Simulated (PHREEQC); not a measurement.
A PHREEQC speciation (ion-association model, wateq4f.dat) at 59 °C gives pH 5.97 and these molalities:

```csv
species,mol/kgw
MnSO4,0.0473
Mn+2,0.0397
SO4-2,0.0397
```

What are the element totals, and what could have been dissolved in 1 kg of water to give them?

This is not unique; one that fits is totals Mn(2) 0.0870, S(6) 0.0870 mol/kgw, from 0.087 mol/kgw MnSO4.

This is a speciation only: nothing precipitates in the calculation. At this temperature some constants are extrapolated from 25 °C, and those without enthalpy data are left unchanged.
